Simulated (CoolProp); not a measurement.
Properties of n-butane along the isotherm 575 K.

Values from CoolProp's reference Helmholtz-energy equation of state, Bücker 2006.

```
p (kPa)          phase  expansivity (1/kK)  conductivity (mW/(m K))  Prandtl number  fugacity coefficient
-------  -------------  ------------------  -----------------------  --------------  --------------------
800                gas               1.913                     57.1           0.708                0.9765
1600               gas               2.109                     58.1           0.713                0.9534
2400               gas               2.327                     59.1           0.719                0.9307
3200               gas               2.570                     60.0           0.728            (withheld)
4000     supercritical          (withheld)                     60.9           0.740                0.8866
4800     supercritical               3.121                     61.8      (withheld)                0.8652
5600     supercritical          (withheld)                     62.7           0.770                0.8445
6400     supercritical               3.723               (withheld)           0.790                0.8245
7200     supercritical               4.015                     64.5           0.814                0.8052
8000     supercritical               4.279                     65.4           0.840            (withheld)
8800     supercritical          (withheld)                     66.3           0.870                0.7691
9600     supercritical               4.653                     67.3           0.902                0.7524
10400    supercritical          (withheld)                     68.2           0.936                0.7367
11200    supercritical               4.755                     69.2           0.972                0.7221
12000    supercritical               4.709                     70.2            1.01                0.7085
```

Question: What belongs in the gaps?

Answer: 
- 3200, fugacity coefficient: 0.9084
- 4000, expansivity (1/kK): 2.836
- 4800, Prandtl number: 0.754
- 5600, expansivity (1/kK): 3.420
- 6400, conductivity (mW/(m K)): 63.6
- 8000, fugacity coefficient: 0.7867
- 8800, expansivity (1/kK): 4.497
- 10400, expansivity (1/kK): 4.739

Viscosity comes from a separate model (Vogel 1999). Thermal conductivity comes from a separate model (Perkins 2002).
